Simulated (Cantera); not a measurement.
Feed: 1 mol C2H4, 3.6 mol H2O, held at 1.10 mbar.

Method: chemical equilibrium by Gibbs-energy minimisation in Cantera with the NASA 1993 tables (ideal gas, pure condensed phases). Candidate condensed phases: C, C6H6, C7H8, C8H18, H2O; 110 gas species. Rates play no part.

x: gas mole fraction; nothing condenses.

| T (K) | x H | x H2 | x CO | x H2O | x O | x OH | x CO2 |
|---|---|---|---|---|---|---|---|
| 2325 | 0.207 | 0.390 | 0.218 | 0.151 | 0.00484 | 0.0134 | 0.0149 |
| 2375 | 0.254 | 0.357 | 0.211 | 0.138 | 0.00835 | 0.0174 | 0.0139 |
| 2425 | 0.306 | 0.321 | 0.203 | 0.120 | 0.0138 | 0.0217 | 0.0127 |
| 2475 | ___ | ___ | 0.195 | ___ | ___ | ___ | ___ |
| 2525 | 0.418 | 0.245 | 0.186 | 0.0780 | 0.0318 | 0.0284 | 0.00944 |
| 2575 | 0.475 | 0.207 | 0.176 | 0.0567 | 0.0438 | 0.0293 | 0.00756 |
| 2625 | 0.528 | 0.170 | 0.168 | 0.0383 | 0.0564 | 0.0282 | 0.00578 |
| 2675 | 0.576 | 0.137 | 0.161 | 0.0241 | 0.0684 | 0.0254 | 0.00425 |
| 2725 | 0.617 | ___ | 0.154 | ___ | ___ | ___ | ___ |
| 2775 | 0.650 | 0.0828 | 0.150 | 0.00813 | 0.0867 | 0.0175 | 0.00212 |

**Question.** Fill in the missing entries.

**Answer.** 
- 2725, x H2: 0.107
- 2725, x H2O: 0.0143
- 2725, x O: 0.0786
- 2725, x OH: 0.0216
- 2725, x CO2: 0.00303
- 2475, x H: 0.361
- 2475, x H2: 0.283
- 2475, x H2O: 0.0999
- 2475, x O: 0.0216
- 2475, x OH: 0.0256
- 2475, x CO2: 0.0112
